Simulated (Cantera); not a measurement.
Charge: 1 mol B2H6, 12 mol N2, 11 mol NH3, held at 1623.15 K and 100 Torr.

These are equilibrium values from Cantera (NASA tables, ideal gas, pure condensed phases), not measurements of a reactor. Candidate condensed phases: B, BN; 15 gas species. The feed counts by its element totals alone. The numbers say what is thermodynamically allowed, not how fast it happens.

Base state: H2 0.542, N2 0.458, H 0.000140 (mole fractions); condensed: BN(s).

What changes in the equilibrium state with this change: temperature from 1623.15 K to 2275 K?


```csv
species,before,after
H2,0.542,0.528
N2,0.458,0.455
H,0.000140,0.0169
BH2,2.36e-8,0.000263
B,<1e-9,1.48e-5
"BN(s), mol",2.00,1.99
```
The tables' values for BH2 are old estimates; treat these amounts as uncertain.

What changes in the equilibrium state with this change: B2H6 replaced by B2O3?


```json
[
 {"species": "N2", "before": "0.458", "after": "0.511"},
 {"species": "H2", "before": "0.542", "after": "0.477"},
 {"species": "HBO2", "before": "0", "after": "0.00686"},
 {"species": "HBO", "before": "0", "after": "0.00251"},
 {"species": "B2O3", "before": "0", "after": "0.00165"},
 {"species": "H2O", "before": "0", "after": "0.00144"},
 {"species": "B2O2", "before": "0", "after": "7.27e-5"},
 {"species": "BN(s), mol", "before": "2.00", "after": "0.0805"},
 {"species": "B2O3(l), mol", "before": "0", "after": "0.740"}
]
```
Mutual solubility and eutectic melting of coexisting phases are not modelled. Gases not in the tables: H3BO3. Further candidate phases: B2O3, B3O3H3, H2O.
